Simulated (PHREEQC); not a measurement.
Dissolve 0.049 mol/kgw NH3, 1.7e-06 mol/kgw H4SiO4 and 0.00058 mol/kgw (CH3)4NCl at 25 °C. Closed to the air; pH follows from the charge balance.

Equilibrium calculation in PHREEQC: ion-association model, wateq4f.dat.

Precipitation was switched off in this run.

Problem. What pH, ionic strength does the model give?

Solution. pH 10.96; ionic strength 0.00154 mol/kgw.

Problem. In which forms is N present?

Solution. NH3 98 %, NH4+ 2.0 % of the N.

(CH3)4N+ isn't in the database: it is added as a free cation with an ion size of 4 Å.
